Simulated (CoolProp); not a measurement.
Vapour-liquid equilibrium of CH3F (R41) (1) + chloromethane (R40) (2) at 0.631 MPa; x and y are mole fractions of (1).

Model: multi-fluid Helmholtz-energy mixture model, Lemmon 2006 and Thol 2014; pair parameters Bell 2016, in CoolProp.

```csv
x,"bubble temperature, mixture model (K)","bubble temperature, Raoult's law (K)","y, mixture model","y, Raoult's law"
0.05,293.1,292.5,0.230,0.265
0.15,279.5,279.2,0.532,0.570
0.25,269.1,269.4,0.701,0.730
0.35,261.2,261.9,0.801,0.824
0.45,255.1,255.9,0.862,0.883
0.55,250.3,250.9,0.904,0.922
0.65,246.3,246.6,0.933,0.950
0.75,242.9,243.0,0.956,0.970
0.85,239.9,239.8,0.975,0.984
0.95,237.1,237.0,0.992,0.995
```

The largest gap from Raoult's law is -0.8 K in bubble temperature, at x = 0.45. No azeotrope shows between x = 0.05 and 0.95.

The pair parameters rest on a limited set of measurements; away from them the model extrapolates. The gap from Raoult's law changes sign with composition, which may be real or a fault of the pair parameters; it wasn't checked against measurements.
